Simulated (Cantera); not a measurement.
Input (Python, Cantera) and output of one run.

```python
import numpy as np
import cantera as ct

gas_names = """
    TaO2 CO2
""".split()
cond_names = """
    Ta2O5(s) Ta2O5(L) TaC(s) TaC(L)
""".split()


# ... load() reads the species with a 1 bar reference pressure and builds the phases ...
species = {s.name: s for s in load("nasa_gas.yaml", gas_names) + load("nasa_condensed.yaml", cond_names)}
# Each term lists the table entries of one substance; the one whose range holds T is used.
reactions = {
    '4 Ta2O5 + TaC = 9 TaO2(g) + CO2(g)':
        [(-4, ['Ta2O5(s)', 'Ta2O5(L)']), (-1, ['TaC(s)', 'TaC(L)']), (9, ['TaO2']), (1, ['CO2'])],
}


def pick(names, T):
    return next(species[n] for n in names if species[n].thermo.min_temp <= T <= species[n].thermo.max_temp)


results = []
for label, terms in reactions.items():
    print(label)
    print("     T/K   dH/kJ  dS/(J/K)   dG/kJ   log10 K")
    for T in [823, 1023, 1223, 1423, 1623, 1823, 2023]:
        used = [(nu, pick(names, T)) for nu, names in terms]
        dH = sum(nu * s.thermo.h(T) for nu, s in used) / 1e6
        dS = sum(nu * s.thermo.s(T) for nu, s in used) / 1e3
        dG = dH - T * dS / 1e3
        logK = -dG * 1e6 / (ct.gas_constant * T * np.log(10))
        results.append((label, T, dH, dS, dG, logK, [s.name for _, s in used]))
        print(f"{T:8g} {dH:8.1f} {dS:8.1f} {dG:8.1f} {logK:8.2f}")
```

It prints:

```
4 Ta2O5 + TaC = 9 TaO2(g) + CO2(g)
     T/K   dH/kJ  dS/(J/K)   dG/kJ   log10 K
     823   6032.5   1943.7   4432.8  -281.34
    1023   5988.7   1896.2   4048.9  -206.74
    1223   5942.1   1854.6   3673.9  -156.91
    1423   5893.2   1817.6   3306.8  -121.38
    1623   5842.4   1784.2   2946.7   -94.83
    1823   5790.0   1753.7   2592.9   -74.29
    2023   5736.1   1725.7   2245.0   -57.97
```

Source: NASA polynomial tables (part measured, part estimated), evaluated in Cantera. TaC: taken at fixed stoichiometry. Condensed species are held in their standard states even where they would react or evaporate.
